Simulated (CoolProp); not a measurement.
1000 sccm (0 °C, 1 atm) of nitrogen bubbles through liquid toluene at 314.2 K and leaves saturated at a total pressure of 0.0346 MPa (ideal gas phase). Each further row changes one setting.

Values from CoolProp's reference Helmholtz-energy equation of state, Lemmon 2006. It is a short technical equation, of lower accuracy than the large ones.

```csv
case,vapour pressure (kPa),mole fraction of vapour,delivery (mg/min),delivery (sccm),change of delivery for a bath 1 K warmer (%)
as stated,8.28,0.239,1290,___,6.2
bath temperature 319.2 K,___,___,1760,427,___
total pressure 0.0692 MPa,8.28,___,559,136,5.3
```

**Question.** Complete the blanks.

**Answer.** 
- as stated, delivery (sccm): 315
- bath temperature 319.2 K, vapour pressure (kPa): 10.4
- bath temperature 319.2 K, mole fraction of vapour: 0.299
- bath temperature 319.2 K, change of delivery for a bath 1 K warmer (%): 6.5
- total pressure 0.0692 MPa, mole fraction of vapour: 0.120
